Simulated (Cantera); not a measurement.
Charge: 1 mol Si2Cl6, 0.034 mol HCl, 310 mol H2, held at 398 Torr.

Method: chemical equilibrium by Gibbs-energy minimisation in Cantera with the NASA 1993 tables (ideal gas, pure condensed phases). Candidate condensed phases: Si; 19 gas species. The feed counts by its element totals alone. The tables' values for SiCl3 are old estimates; treat these amounts as uncertain. Equilibrium is a limit: real reactors are often held back by kinetics, nucleation or transport.

**Question.** At 1098 K, list the 6 most abundant gas species with their mole fractions, and the condensed phases.

**Answer.** H2 0.987, HCl 0.00949, SiHCl3 0.00152, SiCl4 0.00100, SiH2Cl2 0.000275, SiCl2 0.000185. Condensed: Si(s).
